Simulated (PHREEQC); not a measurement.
NaOH is added in steps, without added water, to 1 kg of water holding 0.11 mol K2SO4, 0.025 mol NaF and 0.0032 mol (NH4)2HPO4, at 25 °C. Oxygen is held at 0.21 atm. The system is closed to CO2. Precipitation was switched off in this run.

Base run: PHREEQC, ion-association model, phreeqc.dat. Each further column changes one thing. The table gives PO4-3 (mol/kgw).

```tsv
NaOH added (mol)	base	Davies equation for every ion	metal-ligand complexes left out	all activity coefficients set to 1	database wateq4f.dat
0	8.89e-7	5.73e-7	1.17e-6	1.55e-7	…
0.002083	1.67e-5	1.04e-5	2.21e-5	2.20e-6	1.03e-5
0.004167	5.91e-5	…	…	8.08e-6	3.71e-5
0.00625	0.000239	0.000167	0.000290	4.31e-5	0.000170
0.007292	0.000465	0.000348	0.000535	0.000106	0.000364
0.009375	0.000987	0.000778	0.00109	0.000268	0.000822
0.01146	0.00140	…	0.00153	0.000424	0.00120
0.01354	0.00171	0.00142	0.00184	0.000566	0.00149
0.01562	0.00194	0.00164	0.00207	0.000694	0.00171
0.01771	0.00211	0.00182	0.00224	0.000811	0.00189
0.01875	0.00218	0.00189	0.00230	0.000866	…
0.02083	0.00230	…	…	0.000968	0.00209
0.02292	0.00240	0.00213	0.00250	0.00106	0.00220
0.025	0.00248	0.00222	0.00258	0.00115	0.00229
```

Problem. Some entries are withheld; supply them.

Solution. 
- 0, database wateq4f.dat: 5.88e-7
- 0.004167, Davies equation for every ion: 3.76e-5
- 0.004167, metal-ligand complexes left out: 7.72e-5
- 0.01146, Davies equation for every ion: 0.00114
- 0.01875, database wateq4f.dat: 0.00197
- 0.02083, Davies equation for every ion: 0.00202
- 0.02083, metal-ligand complexes left out: 0.00242

 H3PO4, which wateq4f.dat lacks, is added to it with the constant of phreeqc.dat. phreeqc.dat and wateq4f.dat share most of their constants, so their agreement is no independent check.
